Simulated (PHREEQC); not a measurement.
Make-up at 3.6 °C: 1 mmol/kgw H2SO4, 120 mmol/kgw LiCl and 53 mmol/kgw Na2SO4. Closed to the air; pH follows from the charge balance.

All values are PHREEQC results (ion-association model, phreeqc.dat), not measurements.

```tsv
quantity	before	after
pH	3.05	3.21
ionic strength (mol/kgw)	0.258	0.257
Na+ (mol/kgw)	0.101	0.100
NaSO4- (mol/kgw)	0.00512	0.00590
HSO4- (mol/kgw)	0.000881	0.00122
```

Task: Name the change that produced these shifts.
A. temperature from 3.6 to 40 °C
B. LiCl left out
C. diluted 5-fold with water
D. LiCl from 0.12 to 0.132 mol/kgw
E. H2SO4 from 0.001 to 0.0005 mol/kgw

Result: A, temperature from 3.6 to 40 °C

No solid was allowed to form. Away from 25 °C the constants follow the database's enthalpies or fits; those with neither stay at their 25 °C values.
